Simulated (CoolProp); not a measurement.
Saturation properties of isopentane (Tc = 460.3 K, pc = 3.378 MPa, ω = 0.227).

The numbers come from the reference Helmholtz-energy equation of state, Lemmon 2006 in CoolProp. It is a short technical equation, of lower accuracy than the large ones.

| T (K) | p (MPa) | liquid density (kg/m³) | liquid cp (kJ/(kg K)) |
|---|---|---|---|
| 243.6 | 0.008008 | 667.6 | 2.016 |
| 262.4 | 0.02122 | 650.0 | 2.099 |
| 281.3 | 0.04857 | 631.8 | 2.189 |
| 300.2 | 0.09863 | 612.9 | 2.285 |
| 319 | 0.1816 | 593.1 | 2.388 |
| 337.9 | 0.3106 | 572.0 | 2.500 |
| 356.8 | 0.4992 | 549.3 | 2.625 |
| 375.6 | 0.7610 | 524.5 | 2.769 |
| 394.5 | 1.115 | 496.5 | 2.947 |
| 413.3 | 1.576 | 463.8 | 3.195 |
| 432.2 | 2.171 | 422.6 | 3.645 |

It boils at 301.0 K under 1 atm.
